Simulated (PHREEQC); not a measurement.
A solution holds 30 mmol/kgw K2SO4 and 5.4 mmol/kgw NiSO4, at 25 °C. Closed to the air; pH follows from the charge balance.

Computed with PHREEQC (ion-association model, wateq4f.dat).

Each row changes one thing in this solution. Precipitation was switched off in this run.

| case | pH | ionic strength (mol/kgw) | SO4-2 (mol/kgw) | HSO4- (mol/kgw) |
|---|---|---|---|---|
| as made | 6.54 | 0.0937 | 0.0288 | 3.94e-7 |
| temperature from 25 to 60 °C | 6.18 | 0.0892 | 0.0267 | 1.90e-6 |
| temperature from 25 to 30 °C | 6.48 | 0.0930 | 0.0285 | 5.00e-7 |
| NiSO4 left out | 7.14 | 0.0821 | 0.0260 | 9.19e-8 |
| K2SO4 replaced by MnSO4 at the same molality | 6.33 | 0.0875 | 0.0219 | … |
| NiSO4 from 0.0054 to 0.00108 mol/kgw | 6.83 | 0.0844 | … | 1.91e-7 |

Question: Some entries are withheld; supply them.

Answer: 
- K2SO4 replaced by MnSO4 at the same molality, HSO4- (mol/kgw): 4.90e-7
- NiSO4 from 0.0054 to 0.00108 mol/kgw, SO4-2 (mol/kgw): 0.0266

In wateq4f.dat the enthalpy of Ni(OH)2 has the wrong sign, so its saturation index can't be trusted away from 25 °C. At this temperature some constants are extrapolated from 25 °C, and those without enthalpy data are left unchanged.
